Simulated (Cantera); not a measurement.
Input (Python, Cantera) and output of one run.

```python
import numpy as np
import cantera as ct

gas_names = """
    C CH CH2 CH3 CH2OH CH3O CH4 CH3OH CN CO CO2 COOH C2 C2H CHCO,ketyl C2H2,acetylene C2H2,vinylidene
    CH2CO,ketene C2H3,vinyl CH3CN CH3CO,acetyl C2H4 C2H4O,ethylen CH3CHO,ethanal CH3COOH (HCOOH)2 C2H5
    C2H6 CH3OCH3 C2H5OH CCN CNC C2N2 C2O C3 C3H3,propargyl C3H4,allene C3H4,propyne C3H4,cyclo-
    C3H5,allyl C3H6,propylene C3H6,cyclo- C3H6O C3H7,n-propyl C3H7,i-propyl C3H8 C3H8O,1propanol
    C3H8O,2propanol C3O2 C4 C4H2 C4H4,1,3-cyclo- C4H6,butadiene C4H6,2-butyne C4H6,cyclo- C4H8,1-butene
    C4H8,cis2-buten C4H8,tr2-butene C4H8,isobutene C4H8,cyclo- (CH3COOH)2 C4H9,n-butyl C4H9,i-butyl
    C4H9,s-butyl C4H9,t-butyl C4H10,isobutane C4H10,n-butane C4N2 C5 C5H6,1,3cyclo- C5H8,cyclo-
    C5H10,1-pentene C5H10,cyclo- C5H11,pentyl C5H11,t-pentyl C5H12,n-pentane C5H12,i-pentane
    CH3C(CH3)2CH3 C6H2 C6H5,phenyl C6H5O,phenoxy C6H6 C6H5OH,phenol C6H10,cyclo- C6H12,1-hexene
    C6H12,cyclo- C6H13,n-hexyl C7H7,benzyl C7H8 C7H8O,cresol C7H14,1-heptene C7H15,n-heptyl
    C7H16,n-heptane C8H8,styrene C8H10,ethylbenz C8H16,1-octene C8H17,n-octyl C8H18,isooctane
    C8H18,n-octane C9H19,n-nonyl C10H8,naphthale C10H21,n-decyl C12H9,o-bipheny C12H10,bipheny Fe FeC5O5
    FeO Fe(OH)2 H HCN HCO HCCN HNC HNCO HNO HNO2 HNO3 HO2 H2 HCHO,formaldehy HCOOH H2O H2O2 N NCO NH NH2
    NH3 NH2OH NO NO2 NO3 N2 N2H2 N2H4 N2O O OH O2 O3
""".split()
cond_names = """
    C(gr) C6H6(L) C7H8(L) C8H18(L),n-octa Fe(a) Fe(c) Fe(d) Fe(L) FeC5O5(L) FeO(s) FeO(L) Fe(OH)2(s)
    Fe(OH)3(s) Fe2O3(s) Fe3O4(s) H2O(s) H2O(L)
""".split()


def load(file, names, dense=False):
    # The tables refer to 1 bar. Condensed volumes are neglected.
    table = {s.name: s for s in ct.Species.list_from_file(file)}
    out = []
    for n in names:
        d = dict(table[n].input_data)
        d["thermo"] = dict(d["thermo"], **{"reference-pressure": 1e5})
        if dense:
            d["equation-of-state"] = {"model": "constant-volume", "density": "1e6 g/cm^3"}
        out.append(ct.Species.from_dict(d))
    return out


gas = ct.Solution(thermo="ideal-gas", species=load("nasa_gas.yaml", gas_names))
cond = {s.name: ct.Solution(thermo="fixed-stoichiometry", species=[s], name=s.name)
        for s in load("nasa_condensed.yaml", cond_names, dense=True)}
atoms = {
    'Fe2O3': {'Fe': 2, 'O': 3},
    'CH4': {'C': 1, 'H': 4},
    'N2': {'N': 2},
    'C': {'C': 1},
}
top_T = {'C(gr)': 4500, 'Fe2O3(s)': 1830, 'Fe3O4(s)': 1870}  # K; cautious upper limits of use, not melting points


def equilibrate(T, P, feed):
    n = {}
    for name, mol in feed.items():
        for a, k in atoms[name].items():
            n[a] = n.get(a, 0.0) + k * mol
    gas.TPX = T, P, n
    mass = sum(n.values()) * gas.mean_molecular_weight
    gas.equilibrate("TP")
    valid = [c for c in cond.values() if c.min_temp <= T <= top_T.get(c.name, c.max_temp)]
    mix = ct.Mixture([(gas, mass / gas.mean_molecular_weight)] + [(c, 0.0) for c in valid])
    mix.T, mix.P = T, P
    mix.equilibrate("TP", solver="vcs", rtol=1e-11, max_steps=5000)
    return mix


results = []
feed = {'Fe2O3': 1, 'CH4': 1.1, 'N2': 0.12, 'C': 1.2}  # mol
T = 1198.15  # K
P = 17  # Pa
mix = equilibrate(T, P, feed)
results.append((T, P, feed, dict(zip(mix.species_names, mix.species_moles))))
print(gas.report(threshold=1e-06))
for i in range(1, mix.n_phases):
    print(f"{mix.phase(i).name:16s} {mix.phase_moles(i):12.5e} mol")
```

Output:

```
       temperature   1198.2 K
          pressure   17 Pa
           density   3.0812e-05 kg/m^3
  mean mol. weight   18.056 kg/kmol
   phase of matter   gas

                          1 kg             1 kmol
                     ---------------   ---------------
          enthalpy       -3.6071e+06       -6.5131e+07  J
   internal energy       -4.1589e+06       -7.5093e+07  J
           entropy             16522        2.9831e+05  J/K
    Gibbs function       -2.3402e+07       -4.2255e+08  J
 heat capacity c_p            1949.3             35198  J/K
 heat capacity c_v            1488.9             26883  J/K

                      mass frac. Y      mole frac. X     chem. pot. / RT
                     ---------------   ---------------   ---------------
                CO           0.66758           0.43034           -46.712
               CO2            0.1645          0.067492           -80.013
                 H        5.1116e-07        9.1562e-06           -13.795
                H2          0.043786           0.39216           -27.589
               H2O          0.083831          0.084022           -60.891
                N2          0.040299          0.025974            -37.68
     [ +134 minor]        9.9778e-07        3.1803e-07

C(gr)             0.00000e+00 mol
Fe(c)             2.00000e+00 mol
FeC5O5(L)         0.00000e+00 mol
FeO(s)            0.00000e+00 mol
Fe(OH)2(s)        0.00000e+00 mol
Fe(OH)3(s)        0.00000e+00 mol
Fe2O3(s)          0.00000e+00 mol
Fe3O4(s)          0.00000e+00 mol
```

These are equilibrium values from Cantera (NASA tables, ideal gas, pure condensed phases), not measurements of a reactor.
